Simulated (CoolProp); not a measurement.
Vapour pressure (kPa) of trans-2-butene: the reference equation beside estimates from Tc = 428.6 K, pc = 4019 kPa, ω = 0.210.

Model: reference Helmholtz-energy equation of state, Lemmon 2005, in CoolProp. It is a short technical equation, of lower accuracy than the large ones.

| T (K) | reference | Lee-Kesler | Soave-Redlich-Kwong | Peng-Robinson |
|---|---|---|---|---|
| 288.3 | 169.5 | 168.1 | 168.1 | 168.4 |
| 295.2 | 213.0 | 212.1 | 212.0 | 211.7 |
| 302.1 | 264.7 | 264.4 | 264.3 | 263.3 |
| 309 | 325.4 | 325.9 | 325.9 | 323.9 |
| 315.9 | 396.0 | 397.6 | 397.8 | 394.6 |
| 322.8 | 477.7 | 480.4 | 481.0 | 476.5 |
| 329.7 | 571.3 | 575.4 | 576.8 | 570.7 |
| 336.6 | 678.0 | 683.4 | 686.0 | 678.2 |
| 343.4 | 797.0 | 803.8 | 808.1 | 798.3 |
| 350.3 | 932.9 | 941.1 | 947.6 | 935.8 |
| 357.2 | 1085 | 1095 | 1104 | 1090 |
| 364.1 | 1255 | 1266 | 1279 | 1263 |
| 371 | 1445 | 1456 | 1473 | 1455 |
| 377.9 | 1654 | 1667 | 1688 | 1668 |
| 384.8 | 1886 | 1900 | 1924 | 1904 |

Absolute difference from the reference over all 15 rows, mean and median: Lee-Kesler 0.7 and 0.8 %, Soave-Redlich-Kwong 1.2 and 1.2 %, Peng-Robinson 0.5 and 0.5 %.
